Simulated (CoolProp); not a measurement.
Ammonia at 268.94 K and 0.267 MPa is throttled through a valve to 0.162 MPa with no heat exchange. Each further row changes one setting.

The numbers come from the reference Helmholtz-energy equation of state, Gao 2020 in CoolProp.

```json
[
 {"case": "as stated", "temperature change (K)": "…", "final density (kg/m³)": "…"},
 {"case": "outlet pressure 0.0486 MPa", "temperature change (K)": "…", "final density (kg/m³)": "0.388"},
 {"case": "outlet pressure 0.211 MPa", "temperature change (K)": "…", "final density (kg/m³)": "…"}
]
```

Q: Fill in the missing entries.

A: 
- as stated, temperature change (K): -4.5
- as stated, final density (kg/m³): 1.29
- outlet pressure 0.0486 MPa, temperature change (K): -9.9
- outlet pressure 0.211 MPa, temperature change (K): -2.3
- outlet pressure 0.211 MPa, final density (kg/m³): 1.68
